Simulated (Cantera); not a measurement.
**Low-pressure radical oxidation in H2/O2**

An isothermal, constant-pressure homogeneous reactor starts with 28.1 % H₂, 71.9 % O₂, equivalence ratio 0.20, at 1050 K and 0.0263 atm.

Computed with Cantera and the H2/O2 subset of GRI-Mech 3.0, which has no nitrogen chemistry. Radical loss at walls, strong at low pressure, is not modelled. The temperature is held fixed by assumption; the heat of reaction is taken as removed at once.

```
t (s)         x H₂   x O₂    x H₂O₂     x HO₂       x O     x H₂O
--------  --------  -----  --------  --------  --------  --------
7.00e-6      0.281  0.719    <1e-12  1.01e-10  5.05e-12  1.37e-12
2.08e-5      0.281  0.719    <1e-12  3.01e-10  3.96e-11  2.71e-11
6.20e-5      0.281  0.719    <1e-12  9.02e-10  2.98e-10  4.56e-10
0.000185     0.281  0.719  2.61e-12   2.82e-9   3.81e-9   1.13e-8
0.000549     0.281  0.719  6.41e-11   7.17e-8   1.27e-6   4.55e-6
0.00164     0.0278  0.614   9.92e-7   2.84e-5    0.0422     0.209
0.00487    0.00321  0.667   1.66e-6   3.13e-5   0.00629     0.317
0.0145    0.000230  0.673   9.88e-7   9.81e-6  0.000375     0.326
0.0431     2.13e-5  0.674   3.71e-7   1.73e-6   3.89e-5     0.326
0.128      2.58e-6  0.674   1.31e-7   3.35e-7   6.53e-6     0.326
0.382      4.61e-7  0.674   4.70e-8   8.15e-8   1.50e-6     0.326
1.14       1.12e-7  0.674   1.71e-8   2.33e-8   4.08e-7     0.326
3.39       3.15e-8  0.674   6.13e-9   7.59e-9   1.22e-7     0.326
10.1       9.62e-9  0.674   2.17e-9   3.25e-9   3.84e-8     0.326
30.0       3.15e-9  0.674  7.76e-10   2.48e-9   1.27e-8     0.326
```
x: mole fraction; the columns are a selection and need not sum to one.

Equilibrium at this temperature and pressure: H₂ 8.87e-10, O₂ 0.674, H₂O₂ 2.27e-10, HO₂ 3.49e-9, O 3.38e-9, H₂O 0.326 (gas phase only).
